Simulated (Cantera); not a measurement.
An isothermal, constant-pressure homogeneous reactor starts with H₂ : O₂ : N₂ = 0.3 : 1 : 3.1 (molar parts), equivalence ratio 0.15, at 1275 K and 10.5 Torr.

Cantera simulation using the H2/O2 subset of GRI-Mech 3.0, which has no nitrogen chemistry; the numbers are that mechanism's predictions, not measurements. Radical loss at walls, strong at low pressure, is not modelled. The temperature is held fixed by assumption; the heat of reaction is taken as removed at once.

x: mole fraction; the columns are a selection and need not sum to one.

```tsv
t (s)	x H₂	x O₂	x H₂O₂	x HO₂	x H	x OH	x H₂O
1.00e-5	0.0682	0.227	<1e-12	5.68e-10	5.48e-10	2.06e-11	1.73e-12
3.46e-5	0.0682	0.227	<1e-12	1.96e-9	1.79e-9	2.07e-10	6.22e-11
0.000119	0.0682	0.227	4.32e-12	6.78e-9	6.41e-9	1.72e-9	1.88e-9
0.000412	0.0682	0.227	5.04e-11	…	…	…	…
0.00143	0.0681	0.227	6.59e-10	1.41e-7	2.88e-5	1.14e-5	4.60e-5
0.00492	0.00358	0.187	5.99e-8	1.20e-6	0.0232	0.00401	0.0511
0.0170	0.00318	0.189	6.29e-8	1.21e-6	0.0188	0.00380	0.0542
0.0588	0.00213	0.193	7.04e-8	1.21e-6	0.00919	0.00314	0.0612
0.203	…	0.198	…	…	…	…	0.0684
0.702	5.38e-5	0.200	2.27e-8	2.87e-7	3.27e-5	0.000505	0.0702
2.42	5.48e-6	0.200	5.49e-9	4.67e-8	1.07e-6	0.000162	0.0705
8.38	8.79e-7	0.200	1.35e-9	1.07e-8	6.92e-8	6.50e-5	0.0706
28.9	1.99e-7	0.200	3.82e-10	6.69e-9	7.48e-9	3.10e-5	0.0706
100	8.14e-8	0.200	1.81e-10	7.95e-9	1.97e-9	1.98e-5	0.0706
```

Task: Fill in the missing entries.

Result: 
- 0.000412, x HO₂: 2.35e-8
- 0.000412, x H: 5.71e-8
- 0.000412, x OH: 2.17e-8
- 0.000412, x H₂O: 6.58e-8
- 0.203, x H₂: 0.000569
- 0.203, x H₂O₂: 6.12e-8
- 0.203, x HO₂: 9.38e-7
- 0.203, x H: 0.00115
- 0.203, x OH: 0.00164
